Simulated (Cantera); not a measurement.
An isothermal, constant-pressure homogeneous reactor starts with N2O : O2 = 1 : 0.2 (molar parts), at 1250 K and 0.380 bar.

Detailed kinetics in Cantera: GRI-Mech 3.0 (53 species, 325 reactions). GRI-Mech 3.0 was tuned for natural gas; its chemistry of N2O as a main component is partial and can be far from experiment. The mechanism lacks the step 2 NO + O2 → 2 NO2, which can matter for NO2 below about 1400 K. The temperature is held fixed by assumption; the heat of reaction is taken as removed at once.

Problem. Predict: x(N2O) at 30.0 s; x(O2) at 30.0 s; x(NO) at 30.0 s; x(O) at 30.0 s; x(NO2) at 30.0 s; x(N2) at 30.0 s.

Solution. 
```
Quantity                                             Value
----------------  ----------------------------------------
x(N2O) at 30.0 s   2.84e-5 (gas-phase equilibrium 1.24e-8)
x(O2) at 30.0 s        0.381 (gas-phase equilibrium 0.412)
x(NO) at 30.0 s    0.0613 (gas-phase equilibrium 0.000343)
x(O) at 30.0 s     7.05e-8 (gas-phase equilibrium 7.25e-8)
x(NO2) at 30.0 s  0.000675 (gas-phase equilibrium 3.96e-6)
x(N2) at 30.0 s        0.557 (gas-phase equilibrium 0.588)
```
